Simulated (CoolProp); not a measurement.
n-decane at 558.07 K and 0.19 MPa flows at 15 m/s in a round tube of 4.6 mm bore and 1.5 µm roughness, fully developed (64/Re and Nu = 3.66 if laminar; Colebrook and Gnielinski if turbulent). Each further row changes one setting.

The numbers come from the reference Helmholtz-energy equation of state, Lemmon 2006 in CoolProp. It is a short technical equation, of lower accuracy than the large ones.

```tsv
case	Reynolds number	Darcy friction factor	pressure drop (Pa/m)	heat-transfer coefficient (W/(m² K))	mass flow (kg/h)
as stated	44000	0.0226	3380	771	5.50
velocity 30 m/s	88000	0.0200	12000	1370	11.0
diameter 9.2 mm	88000	0.0193	1440	661	22.0
```

Viscosity comes from a separate model (Huber 2004). Thermal conductivity comes from a separate model (Huber 2005).
